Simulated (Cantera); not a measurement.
A perfectly stirred reactor is fed with H2 : O2 : N2 = 1.6 : 0.595 : 4.4 (molar parts), equivalence ratio 1.3, at 5.00 bar; it is adiabatic with a 500 K inlet, and is followed from long to short residence time, starting on the burning branch (τ in s: 0.023, 0.013, 0.0073, 0.0042, 0.0024, 0.0013, 0.00076, 0.00043, 0.00025, 0.00014, 7.9e-05).

Cantera simulation using the H2/O2 subset of GRI-Mech 3.0, which has no nitrogen chemistry; the numbers are that mechanism's predictions, not measurements. The hydrogen kinetics of GRI-Mech 3.0 are dated; newer H2 mechanisms differ, most at raised pressure.

x: mole fraction; the columns are a selection and need not sum to one.

```json
[
 {"τ (s)": "0.023", "T (K)": "1868", "x H2": "0.0680", "x O2": "7.29e-5", "x H2O": "0.198", "x H2O2": "1.88e-8", "x O": "[?]"},
 {"τ (s)": "0.013", "T (K)": "1865", "x H2": "0.0680", "x O2": "0.000100", "x H2O": "0.198", "x H2O2": "2.86e-8", "x O": "[?]"},
 {"τ (s)": "0.0073", "T (K)": "1862", "x H2": "0.0679", "x O2": "0.000138", "x H2O": "0.197", "x H2O2": "4.31e-8", "x O": "[?]"},
 {"τ (s)": "0.0042", "T (K)": "1857", "x H2": "0.0677", "x O2": "0.000189", "x H2O": "0.197", "x H2O2": "6.31e-8", "x O": "[?]"},
 {"τ (s)": "0.0024", "T (K)": "1851", "x H2": "0.0676", "x O2": "0.000262", "x H2O": "0.197", "x H2O2": "9.15e-8", "x O": "[?]"},
 {"τ (s)": "0.0013", "T (K)": "1842", "x H2": "0.0674", "x O2": "0.000378", "x H2O": "0.196", "x H2O2": "1.36e-7", "x O": "[?]"},
 {"τ (s)": "0.00076", "T (K)": "1831", "x H2": "0.0672", "x O2": "0.000524", "x H2O": "0.195", "x H2O2": "1.90e-7", "x O": "[?]"},
 {"τ (s)": "0.00043", "T (K)": "1817", "x H2": "0.0670", "x O2": "0.000749", "x H2O": "0.194", "x H2O2": "2.70e-7", "x O": "[?]"},
 {"τ (s)": "0.00025", "T (K)": "1799", "x H2": "0.0669", "x O2": "0.00106", "x H2O": "0.193", "x H2O2": "3.76e-7", "x O": "[?]"},
 {"τ (s)": "0.00014", "T (K)": "1774", "x H2": "0.0668", "x O2": "0.00156", "x H2O": "0.191", "x H2O2": "5.35e-7", "x O": "[?]"},
 {"τ (s)": "7.9e-5", "T (K)": "1742", "x H2": "0.0671", "x O2": "0.00229", "x H2O": "0.189", "x H2O2": "7.57e-7", "x O": "[?]"}
]
```

Q: Complete the blanks.

A: 
- 0.023, x O: 2.85e-6
- 0.013, x O: 4.91e-6
- 0.0073, x O: 8.51e-6
- 0.0042, x O: 1.44e-5
- 0.0024, x O: 2.43e-5
- 0.0013, x O: 4.30e-5
- 0.00076, x O: 7.03e-5
- 0.00043, x O: 0.000117
- 0.00025, x O: 0.000187
- 0.00014, x O: 0.000303
- 7.9e-5, x O: 0.000473
